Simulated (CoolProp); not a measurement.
Normal hydrogen at 298.15 K and 0.312 MPa flows at 2.2 m/s in a round tube of 1 mm bore and 0.25 µm roughness, fully developed (64/Re and Nu = 3.66 if laminar; Colebrook and Gnielinski if turbulent). Each further row changes one setting.

Model: reference Helmholtz-energy equation of state, Leachman 2009, in CoolProp.

| case | Reynolds number | Darcy friction factor | pressure drop (Pa/m) | heat-transfer coefficient (W/(m² K)) | mass flow (kg/h) |
|---|---|---|---|---|---|
| as stated | 62.6 | 1.02 | 627 | 681 | 0.00158 |
| velocity 4.4 m/s | 125 | 0.511 | 1250 | 681 | 0.00315 |
| diameter 2 mm | 125 | 0.511 | 157 | 341 | 0.00630 |

Viscosity comes from a separate model (Muzny 2013). Thermal conductivity comes from a separate model (Assael 2011).
